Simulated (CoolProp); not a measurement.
A single-stage vapour-compression cycle with CH3F (R41): evaporating at 212.15 K (dew point), condensing at 251.15 K (bubble point), superheat 8 K, subcooling 0 K, compressor efficiency 0.6, no pressure losses. Each further row changes one setting.

Model: reference Helmholtz-energy equation of state, Lemmon 2006, in CoolProp. It is a short technical equation, of lower accuracy than the large ones.

| case | cooling COP | pressure ratio | discharge temperature (K) | refrigerating effect (kJ/kg) | volumetric capacity (kJ/m³) |
|---|---|---|---|---|---|
| as stated | 2.61 | 4.42 | 356.7 | 387 | 1850 |
| evaporating temperature 217.15 K | 3.14 | 3.54 | 340.4 | 390 | 2300 |
| condensing temperature 246.15 K | 3.08 | 3.75 | 340.4 | 398 | 1910 |
| subcooling 5 K | 2.69 | 4.42 | 356.7 | 398 | 1910 |
| superheat 18 K | 2.55 | 4.42 | 372.5 | 399 | 1810 |
| compressor efficiency 0.5 | 2.18 | 4.42 | 379.3 | 387 | 1850 |
